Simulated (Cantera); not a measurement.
Cantera with NASA thermochemical tables; ideal gases at 1 bar, condensed phases pure. Values are per mole of reaction as written; species without (g) are pure solids or liquids, kept so even where they would boil at 1 bar.

4 TiCl₃(g) → 3 TiCl₄(g) + Ti

| T (K) | ΔH° (kJ) | ΔS° (J/K) | ΔG° (kJ) | log10 K |
|---|---|---|---|---|
| 2098 | -88.3 | -135.8 | 196.6 | -4.89 |
| 2148 | ___ | ___ | ___ | ___ |
| 2198 | -85.5 | -134.5 | 210.1 | -4.99 |
| 2248 | -84.1 | -133.8 | 216.8 | -5.04 |
| 2298 | -82.7 | -133.2 | 223.4 | -5.08 |
| 2348 | -81.3 | -132.6 | 230.1 | -5.12 |
| 2398 | ___ | ___ | ___ | ___ |
| 2448 | -78.4 | -131.4 | 243.3 | -5.19 |

What belongs in the gaps?


- 2148, ΔH° (kJ): -86.9
- 2148, ΔS° (J/K): -135.1
- 2148, ΔG° (kJ): 203.3
- 2148, log10 K: -4.94
- 2398, ΔH° (kJ): -79.9
- 2398, ΔS° (J/K): -132.0
- 2398, ΔG° (kJ): 236.7
- 2398, log10 K: -5.16
